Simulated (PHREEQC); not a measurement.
0.035 g of hydrous ferric oxide (600 m²/g; 0.2 weak and 0.005 strong sites per Fe, Dzombak-Morel constants, diffuse double layer) in 1 kg of water with 0.001 mol/kgw of an inert sodium salt and 0.013 mmol/kgw H3BO3 and 0.08 mmol/kgw ZnCl2, at 25 °C; the pH is set by adding NaOH or the inert anion's acid. Oxygen is held at 0.21 atm. CO2 from the air is kept out. No solid was allowed to form.

Model: ion-association model, wateq4f.dat, run in PHREEQC.

| pH | B sorbed (%) | Zn sorbed (%) | surface charge σ (C/m²) | surface potential ψ (mV) |
|---|---|---|---|---|
| 3 | 0.0 | 0.0 | 0.258 | 232 |
| 4 | 0.0 | 0.0 | 0.125 | 208 |
| 4.5 | 0.0 | 0.0 | 0.084 | 189 |
| 5.5 | 0.0 | 0.9 | 0.035 | 145 |
| 6 | 0.0 | 2.5 | 0.022 | 121 |
| 7 | 0.0 | 16.4 | 0.010 | 83 |
| 8 | 0.0 | 41.4 | 0.008 | 73 |
| 8.5 | 0.0 | 46.1 | 0.006 | 63 |
| 9.5 | 0.0 | 46.9 | 0.001 | 14 |
| 10 | 0.0 | 46.6 | -0.001 | -15 |
| 11 | 0.0 | 44.8 | -0.012 | -77 |

Along this series the solution becomes supersaturated in solids that the run did not let form, among them Zn(OH)2-a. The oxide is taken as insoluble; below pH 4 it would dissolve.
